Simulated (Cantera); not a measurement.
Catalytic combustion on Pt

An isothermal plug-flow reactor at 1248 K and 0.987 atm (inlet), inlet velocity 0.81 m/s, active area per volume 2000 1/m; feed CH4 : O2 : N2 = 0.0033 : 0.14 : 0.79 (molar parts), equivalence ratio 0.047.

Model: Deutschmann's 1995 Pt surface mechanism with GRI-Mech 3.0 gas chemistry, integrated in Cantera. Catalytic surfaces can have several steady states; this one follows from the mechanism file's or the stated starting coverage. Mass transfer to the wall is taken as infinitely fast.

| z (m) | x CH4 | x O2 | x H2O | x CO2 | x CO | θ free Pt | θ O* |
|---|---|---|---|---|---|---|---|
| 0.00037 | 0.00223 | 0.147 | 0.00258 | 0.00128 | 3.40e-6 | 0.444 | 0.556 |
| 0.00066 | 0.00155 | 0.146 | 0.00393 | 0.00195 | 2.39e-6 | 0.444 | 0.555 |
| 0.0012 | 0.000780 | 0.145 | 0.00545 | 0.00271 | 1.24e-6 | 0.445 | 0.555 |
| 0.0021 | 0.000247 | 0.144 | 0.00651 | 0.00323 | 4.46e-7 | 0.445 | 0.554 |
| 0.0037 | 3.19e-5 | 0.143 | 0.00695 | 0.00346 | 1.00e-7 | 0.445 | 0.554 |
| 0.0066 | 7.76e-7 | 0.143 | 0.00703 | 0.00350 | 2.24e-8 | 0.445 | 0.554 |
| 0.012 | 1.45e-9 | 0.143 | 0.00705 | 0.00351 | 5.93e-9 | 0.445 | 0.554 |
| 0.021 | 1.59e-10 | 0.143 | 0.00706 | 0.00352 | 2.98e-9 | 0.445 | 0.554 |
| 0.037 | 1.39e-11 | 0.143 | 0.00706 | 0.00353 | 1.66e-9 | 0.445 | 0.554 |
x: gas mole fraction; θ: surface coverage.
